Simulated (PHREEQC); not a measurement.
A made-up water analysis in mmol/kgw, 25 °C, pH 4.16, pe 10.7: Na 12; K 11.8; Ca 5.54; Mg 1.48; Cl 4.91; S(6) 16.5; Ni 0.0428.

Valence states are taken as typed.

The numbers come from PHREEQC with the ion-association model, wateq4f.dat.

Each row changes one thing in this solution. No solid was allowed to form.

| case | ionic strength (mol/kgw) | SO4-2 (mol/kgw) | Ca+2 (mol/kgw) | Mg+2 (mol/kgw) | HSO4- (mol/kgw) | Ni+2 (mol/kgw) | SI of Gypsum (CaSO4:2H2O) | SI of Epsomite (MgSO4:7H2O) |
|---|---|---|---|---|---|---|---|---|
| as made | 0.0493 | 0.0130 | 0.00354 | 0.000881 | 4.94e-5 | 2.78e-5 | -0.41 | -3.45 |
| Na from 12 to 36 mmol/kgw | … | 0.0127 | 0.00373 | 0.000932 | … | 2.93e-5 | -0.46 | -3.49 |
| temperature from 25 to 65 °C at the same typed pH | 0.0466 | … | 0.00331 | 0.000605 | … | 2.64e-5 | -0.42 | -3.92 |

Q: Complete the blanks.

A: 
- Na from 12 to 36 mmol/kgw, ionic strength (mol/kgw): 0.0612
- Na from 12 to 36 mmol/kgw, HSO4- (mol/kgw): 4.59e-5
- temperature from 25 to 65 °C at the same typed pH, SO4-2 (mol/kgw): 0.0121
- temperature from 25 to 65 °C at the same typed pH, HSO4- (mol/kgw): 0.000120

Complexes and solids missing from the database can't appear. Constants without temperature data keep their 25 °C values here.
